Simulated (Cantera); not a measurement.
Dilute partial oxidation

An isothermal, constant-pressure homogeneous reactor starts with CH₄ : O₂ : N₂ = 0.0021 : 0.0069 : 1 (molar parts), equivalence ratio 0.61, at 1448 K and 690 Torr.

Computed with Cantera and GRI-Mech 3.0 (53 species, 325 reactions).

| t (s) | x CH₄ | x O₂ | x OH | x NO | x HCO | x CH₂CO |
|---|---|---|---|---|---|---|
| 4.00e-5 | 0.00208 | 0.00684 | 1.38e-9 | <1e-12 | <1e-12 | <1e-12 |
| 0.000150 | 0.00208 | 0.00684 | 2.73e-9 | <1e-12 | <1e-12 | <1e-12 |
| 0.000565 | 0.00208 | 0.00684 | 3.70e-9 | <1e-12 | <1e-12 | <1e-12 |
| 0.00213 | 0.00208 | 0.00684 | 7.44e-9 | <1e-12 | <1e-12 | <1e-12 |
| 0.00799 | 0.00207 | 0.00683 | 2.82e-8 | <1e-12 | 3.03e-11 | 2.79e-10 |
| 0.0300 | 0.00162 | 0.00657 | 1.00e-6 | 1.60e-10 | 7.03e-9 | 2.64e-6 |
| 0.113 | <1e-12 | 0.00267 | 1.72e-5 | 2.18e-6 | <1e-12 | <1e-12 |
| 0.425 | <1e-12 | 0.00267 | 6.06e-6 | 2.19e-6 | <1e-12 | <1e-12 |
| 1.60 | <1e-12 | 0.00267 | 3.63e-6 | 2.19e-6 | <1e-12 | <1e-12 |
| 6.00 | <1e-12 | 0.00267 | 3.44e-6 | 2.20e-6 | <1e-12 | <1e-12 |
x: mole fraction; the columns are a selection and need not sum to one.

Equilibrium at this temperature and pressure: CH₄ <1e-12, O₂ 0.00262, OH 3.42e-6, NO 0.000118, HCO <1e-12, CH₂CO <1e-12 (gas phase only).
